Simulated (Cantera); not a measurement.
A perfectly stirred reactor is fed with 57.1 % N₂O, 42.9 % N₂, at 9.75 Torr; it is held at 1548 K, and followed from long to short residence time.

Cantera simulation using GRI-Mech 3.0 (53 species, 325 reactions); the numbers are that mechanism's predictions, not measurements. GRI-Mech 3.0 was tuned for natural gas; its chemistry of N2O as a main component is partial and can be far from experiment. Radical loss at walls, strong at low pressure, is not modelled. The temperature is held fixed by assumption; the heat of reaction is taken as removed at once.

Task: Predict: x(N₂O) at τ = 4.00 s; x(O) at τ = 4.00 s; x(NO₂) at τ = 4.00 s; x(NO) at τ = 4.00 s; x(O₂) at τ = 4.00 s; x(N₂O) at τ = 27.0 ms; x(O) at τ = 27.0 ms; x(NO₂) at τ = 27.0 ms; x(NO) at τ = 27.0 ms; x(O₂) at τ = 27.0 ms.

Result: 
```
Property                 Result
---------------------  --------
x(N₂O) at τ = 4.00 s     0.0750
x(O) at τ = 4.00 s     0.000110
x(NO₂) at τ = 4.00 s    1.79e-5
x(NO) at τ = 4.00 s       0.104
x(O₂) at τ = 4.00 s       0.141
x(N₂O) at τ = 27.0 ms     0.547
x(O) at τ = 27.0 ms    0.000111
x(NO₂) at τ = 27.0 ms   2.42e-7
x(NO) at τ = 27.0 ms    0.00516
x(O₂) at τ = 27.0 ms    0.00688
```
